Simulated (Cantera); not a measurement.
A closed system holds: 1 mol SiHCl3, 0.76 mol NH3, 6.8 mol N2, held at 1348 K and 13.0 mbar.

These are equilibrium values from Cantera (NASA tables, ideal gas, pure condensed phases), not measurements of a reactor. The tables' values for SiCl3 are old estimates; treat these amounts as uncertain. Rates play no part.

```
species          before     after
-------------  --------  --------
N2                0.694     0.697
HCl               0.214     0.211
H2               0.0631    0.0656
SiCl4            0.0173    0.0250
SiCl2           0.00662  0.000104
SiCl3           0.00477  0.000486
Cl              1.44e-5   4.58e-7
SiHCl3         0.000289  0.000156
Si3N4(s), mol     0.240     0.251
```
Gas species are given as mole fractions.

Which change was made?
A) pressure from 13.0 mbar to 7.30 Pa
B) temperature from 1348 K to 1148.15 K
C) NH3 from 0.76 to 37 mol
D) SiHCl3 replaced by SiCl4

B, temperature from 1348 K to 1148.15 K
